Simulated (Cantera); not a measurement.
An adiabatic, constant-pressure homogeneous reactor starts with CH3OH : O2 : N2 : H2O = 1 : 1.92 : 7.23 : 0.038 (molar parts), equivalence ratio 0.78, at 1525 K and 5.00 bar.

Model: GRI-Mech 3.0 (53 species, 325 reactions), integrated in Cantera. GRI-Mech 3.0 was tuned for natural gas; its chemistry of methanol as a main component is partial and can be far from experiment.

One state of this run: T (K) = 2739; x CH3OH = <1e-12; x O2 = 0.0393; x HO2 = 1.40e-5; x H2 = 0.00662; x OH = 0.0164; x C2H = <1e-12; x CH2 = <1e-12. x: mole fraction; the columns are a selection and need not sum to one.

Task: Which value of t (s) does it belong to?
A) 0.100
B) 1.82e-5
C) 7.00e-6
D) 4.74e-5

Result: A, 0.100
